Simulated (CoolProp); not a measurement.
Values from CoolProp's reference Helmholtz-energy equation of state, Guder 2009.

Task: Give the vapour pressure (MPa), surface tension (mN/m), liquid viscosity (µPa s) of saturated sulfur hexafluoride at 229.3, 262.5, 268 K.

Result: 
| T (K) | p (MPa) | surface tension (mN/m) | liquid viscosity (µPa s) |
|---|---|---|---|
| 229.3 | 0.293 | 10.7 | 377 |
| 262.5 | 0.922 | 5.90 | 222 |
| 268 | 1.08 | 5.18 | 202 |

Viscosity comes from a separate model (Quiñones-Cisneros 2012). Surface tension comes from a separate correlation (Mulero 2012).
